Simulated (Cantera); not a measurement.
What does this Cantera script print?

```python
import numpy as np
import cantera as ct

gas_names = """
    CL CL2 H HCL H2 N NH NH2 NH3 N2 N2H2 N2H4 Si SiCL SiCL2 SiCL3 SiCL4 SiH SiHCL3 SiH2 SiH2CL2 SiH3
    SiH3CL SiH4 SiN Si2 Si2N Si3
""".split()
cond_names = """
    NH4CL(a) NH4CL(b) Si(cr) Si(L) Si3N4(a)
""".split()


# ... load() reads the species with a 1 bar reference pressure and builds the phases ...
atoms = {
    'Si3H8': {'Si': 3, 'H': 8},
    'HCl': {'H': 1, 'CL': 1},
    'N2': {'N': 2},
}
top_T = {'Si3N4(a)': 2400}  # K; cautious upper limits of use, not melting points


# ... equilibrate(T, P, feed) seeds the gas with the atoms and calls Mixture.equilibrate('TP', solver="vcs", rtol=1e-11, max_steps=5000) ...
results = []
T = 1598.15  # K
P = 12000  # Pa
for m in [0.064, 0.1, 0.15, 0.24, 0.37, 0.58, 0.91, 1.4]:
    feed = {'Si3H8': 1, 'HCl': m, 'N2': 10}  # mol
    mix = equilibrate(T, P, feed)
    results.append((T, P, feed, dict(zip(mix.species_names, mix.species_moles))))
    x = sorted(zip(gas.X, gas.species_names), reverse=True)
    print(f"T = {T:g} K  P = {P:g} Pa  n(HCl) = {m:g} mol  gas = {mix.phase_moles(0):.4g} mol")
    print("   x: " + "  ".join(f"{s} {v:.3e}" for v, s in x if v > 0.0001))
    print("   condensed (mol): " + ("  ".join(f"{mix.phase(i).name} {mix.phase_moles(i):.4g}"
          for i in range(1, mix.n_phases) if mix.phase_moles(i) > 1e-12) or "none"))
```

Output:

```
T = 1598.15 K  P = 12000 Pa  n(HCl) = 0.064 mol  gas = 12.06 mol
   x: N2 6.631e-01  H2 3.315e-01  HCL 5.290e-03
   condensed (mol): Si3N4(a) 1
T = 1598.15 K  P = 12000 Pa  n(HCl) = 0.1 mol  gas = 12.1 mol
   x: N2 6.611e-01  H2 3.305e-01  HCL 8.228e-03
   condensed (mol): Si3N4(a) 0.9999
T = 1598.15 K  P = 12000 Pa  n(HCl) = 0.15 mol  gas = 12.15 mol
   x: N2 6.584e-01  H2 3.292e-01  HCL 1.227e-02
   condensed (mol): Si3N4(a) 0.9998
T = 1598.15 K  P = 12000 Pa  n(HCl) = 0.24 mol  gas = 12.24 mol
   x: N2 6.536e-01  H2 3.268e-01  HCL 1.941e-02
   condensed (mol): Si3N4(a) 0.9996
T = 1598.15 K  P = 12000 Pa  n(HCl) = 0.37 mol  gas = 12.37 mol
   x: N2 6.468e-01  H2 3.235e-01  HCL 2.944e-02  SiCL2 2.219e-04
   condensed (mol): Si3N4(a) 0.9991
T = 1598.15 K  P = 12000 Pa  n(HCl) = 0.58 mol  gas = 12.59 mol
   x: N2 6.360e-01  H2 3.184e-01  HCL 4.494e-02  SiCL2 5.314e-04
   condensed (mol): Si3N4(a) 0.9977
T = 1598.15 K  P = 12000 Pa  n(HCl) = 0.91 mol  gas = 12.92 mol
   x: N2 6.200e-01  H2 3.109e-01  HCL 6.762e-02  SiCL2 1.253e-03
   condensed (mol): Si3N4(a) 0.9942
T = 1598.15 K  P = 12000 Pa  n(HCl) = 1.4 mol  gas = 13.43 mol
   x: N2 5.979e-01  H2 3.011e-01  HCL 9.774e-02  SiCL2 2.770e-03  SiCL3 2.356e-04
   condensed (mol): Si3N4(a) 0.9862
```

Method: chemical equilibrium by Gibbs-energy minimisation in Cantera with the NASA 1993 tables (ideal gas, pure condensed phases). The feed counts by its element totals alone. The tables' values for SiCl3 are old estimates; treat these amounts as uncertain.
